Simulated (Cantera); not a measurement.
A closed system holds: 1 mol C₂H₅OH, 0.012 mol NH₃, a varied amount of CO₂, at 2025 K and 43.0 bar.

Cantera equilibrium calculation (NASA polynomials, part measured and part estimated; ideal gas, pure solids and liquids). Candidate condensed phases: C, C₆H₆, C₇H₈, C₈H₁₈, H₂O; 136 gas species. The ideal-gas law is rough above about 30 bar. The numbers say what is thermodynamically allowed, not how fast it happens.

**Question.** At 2 mol CO₂, list the 4 most abundant gas species with their mole fractions, and the condensed phases.

**Answer.** CO 0.532, H₂ 0.324, H₂O 0.105, CO₂ 0.0370. Condensed: gas only.
